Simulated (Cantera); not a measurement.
# Al + Cl2 + N2 (aluminium and copper etching)

Feed: 1 mol Al, 4.1 mol Cl2, 0.9 mol N2, equilibrated at 423.15 K.

Equilibrium computed with Cantera from the NASA thermochemical tables; the gas is ideal and each condensed phase is pure. Candidate condensed phases: Al, AlCl3, AlN; 11 gas species. Rates play no part.

| P (Pa) | x Cl2 | x N2 | x Al2Cl6 | x AlCl3 | n AlCl3(s) |
|---|---|---|---|---|---|
| 1 | 0.645 | 0.223 | 0.116 | 0.0165 | 0 |
| 6.80 | 0.648 | 0.224 | 0.121 | 0.00649 | 0 |
| 46 | 0.649 | 0.225 | 0.124 | 0.00252 | 0 |
| 320 | 0.650 | 0.225 | 0.124 | 0.000958 | 0 |
| 2200 | 0.650 | 0.225 | 0.125 | 0.000366 | 0 |
| 15000 | 0.650 | 0.225 | 0.125 | 0.000140 | 0 |
| 100000 | 0.657 | 0.227 | 0.115 | 5.22e-5 | 0.0870 |
x: gas mole fraction; n: condensed amount in mol.

From 1.00 Pa to 15000 Pa nothing is condensed. At 100000 Pa the condensed part is AlCl3(s). The main Al-bearing gas is Al2Cl6 throughout.
